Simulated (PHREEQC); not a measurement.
Solution (20 °C): 0.00024 mol/kgw CaSO4, 0.00055 mol/kgw Na2HPO4 and 0.005 mol/kgw KCl. Closed to the air; pH follows from the charge balance.

Model: ion-association model, wateq4f.dat, run in PHREEQC.

```json
[
 {"quantity": "pH", "before": "8.50", "after": "7.08"},
 {"quantity": "ionic strength (mol/kgw)", "before": "0.00739", "after": "0.00593"}
]
```

Q: What was changed between the two runs?
(A) diluted 2-fold with water
(B) CaSO4 left out
(C) 0.00022 mol/kgw KOH added
(D) 0.00039 mol/kgw Na2CO3 added
(E) Na2HPO4 left out

A: E, Na2HPO4 left out

Precipitation was switched off in this run. Some of these states are supersaturated (in Hydroxyapatite, for instance). H3PO4, which wateq4f.dat lacks, is added to it with the constant of phreeqc.dat.
